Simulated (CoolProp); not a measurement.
n-perfluoropentane at several states: density (kg/m³) from the reference equation and from simpler models built on Tc = 421.0 K, pc = 20.63 bar, ω = 0.436; each cubic takes its own stable root.

Values from CoolProp's reference Helmholtz-energy equation of state, Gao 2022.

```json
[
 {"T (K)": "392", "p (bar)": "31.4", "phase": "liquid", "reference": "1251"},
 {"T (K)": "318.2", "p (bar)": "36.7", "phase": "liquid", "reference": "1560"},
 {"T (K)": "155.2", "p (bar)": "0.452", "phase": "liquid", "reference": "2029"},
 {"T (K)": "189.7", "p (bar)": "0.216", "phase": "liquid", "reference": "1926"},
 {"T (K)": "498.6", "p (bar)": "1.29", "phase": "gas", "reference": "9.066"},
 {"T (K)": "339.3", "p (bar)": "33.6", "phase": "liquid", "reference": "1485"}
]
```

How far does each simpler model (van der Waals, Soave-Redlich-Kwong, Peng-Robinson) lie from the reference over these 6 states: mean and median of the absolute difference, and the worst?


- van der Waals: mean 41.5 %, median 36.7 %, worst -99.8 % at 189.7 K and 0.216 bar
- Soave-Redlich-Kwong: mean 7.2 %, median 7.8 %, worst -10.6 % at 155.2 K and 0.452 bar
- Peng-Robinson: mean 2.4 %, median 1.5 %, worst +5.9 % at 318.2 K and 36.7 bar

At some of these states van der Waals gives the other phase, because its saturation line lies elsewhere.
